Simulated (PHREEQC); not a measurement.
**Alkaline etch or developer: speciation**

A solution holds 55 mmol/kgw TMAH, 0.28 mmol/kgw H3BO3 and 0.52 mmol/kgw (CH3)4NCl, at 25 °C. Closed to the air; pH follows from the charge balance.

Computed with PHREEQC (ion-association model, phreeqc.dat).

Each row changes one thing in this solution. This is a speciation only: nothing precipitates in the calculation.

| case | pH | H3BO3 (mol/kgw) |
|---|---|---|
| as made | 12.64 | 8.99e-8 |
| H3BO3 from 0.00028 to 0.0014 mol/kgw | 12.63 | 4.59e-7 |
| (CH3)4NCl from 0.00052 to 0.00078 mol/kgw | 12.64 | 8.99e-8 |
| TMAH from 0.055 to 0.0275 mol/kgw | 12.36 | 1.81e-7 |
| diluted 5-fold with water | 11.99 | 8.98e-8 |
| H3BO3 replaced by NH4BF4 at the same molality | 12.63 | 9.17e-8 |
| (CH3)4NCl replaced by FeCl3 at the same molality | 12.62 | 9.34e-8 |
| (CH3)4NCl left out | 12.64 | 8.99e-8 |

Complexes and solids missing from the database can't appear. Some of these states are supersaturated (in Fe(OH)3(a), Hematite (slow to form), for instance). (CH3)4N+ isn't in the database: it is added as a free cation with an ion size of 4 Å. Real BF4- forms and hydrolyses slowly; the run takes it at equilibrium.
